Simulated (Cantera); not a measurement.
Input (Python, Cantera) and output of one run.

```python
import numpy as np
import cantera as ct

gas_names = [...]  # 110 gases of nasa_gas.yaml made of C, H, O
cond_names = """
    C(gr) C6H6(L) C7H8(L) C8H18(L),n-octa H2O(s) H2O(L)
""".split()


# ... load() reads the species with a 1 bar reference pressure and builds the phases ...
atoms = {
    'C': {'C': 1},
    'H2O': {'H': 2, 'O': 1},
    'CO2': {'C': 1, 'O': 2},
}
top_T = {'C(gr)': 4500}  # K; cautious upper limits of use, not melting points


# ... equilibrate(T, P, feed) seeds the gas with the atoms and calls Mixture.equilibrate('TP', solver="vcs", rtol=1e-11, max_steps=5000) ...
results = []
feed = {'C': 1, 'H2O': 2.2, 'CO2': 4.8}  # mol
P = 10000  # Pa
for T in [1375, 1525, 1675, 1825, 1975, 2125, 2275]:
    mix = equilibrate(T, P, feed)
    results.append((T, P, feed, dict(zip(mix.species_names, mix.species_moles))))
    x = sorted(zip(gas.X, gas.species_names), reverse=True)
    print(f"T = {T:g} K  P = {P:g} Pa  gas = {mix.phase_moles(0):.4g} mol")
    print("   x: " + "  ".join(f"{s} {v:.3e}" for v, s in x if v > 0.0001))
    print("   condensed (mol): " + ("  ".join(f"{mix.phase(i).name} {mix.phase_moles(i):.4g}"
          for i in range(1, mix.n_phases) if mix.phase_moles(i) > 1e-12) or "none"))
```

Result:

```
T = 1375 K  P = 10000 Pa  gas = 8 mol
   x: CO2 5.192e-01  H2O 2.308e-01  CO 2.058e-01  H2 4.423e-02
   condensed (mol): none
T = 1525 K  P = 10000 Pa  gas = 8 mol
   x: CO2 5.118e-01  H2O 2.382e-01  CO 2.132e-01  H2 3.684e-02
   condensed (mol): none
T = 1675 K  P = 10000 Pa  gas = 8 mol
   x: CO2 5.066e-01  H2O 2.433e-01  CO 2.183e-01  H2 3.163e-02
   condensed (mol): none
T = 1825 K  P = 10000 Pa  gas = 8.002 mol
   x: CO2 5.028e-01  H2O 2.469e-01  CO 2.221e-01  H2 2.783e-02  H 2.323e-04  OH 1.441e-04
   condensed (mol): none
T = 1975 K  P = 10000 Pa  gas = 8.006 mol
   x: CO2 4.995e-01  H2O 2.492e-01  CO 2.249e-01  H2 2.498e-02  H 6.839e-04  OH 6.500e-04
   condensed (mol): none
T = 2125 K  P = 10000 Pa  gas = 8.022 mol
   x: CO2 4.949e-01  H2O 2.493e-01  CO 2.281e-01  H2 2.285e-02  OH 2.350e-03  H 1.736e-03  O2 5.870e-04  O 1.265e-04
   condensed (mol): none
T = 2275 K  P = 10000 Pa  gas = 8.084 mol
   x: CO2 4.813e-01  H2O 2.449e-01  CO 2.362e-01  H2 2.175e-02  OH 6.941e-03  O2 4.087e-03  H 3.960e-03  O 8.668e-04
   condensed (mol): none
```

Equilibrium computed with Cantera from the NASA thermochemical tables; the gas is ideal and each condensed phase is pure.
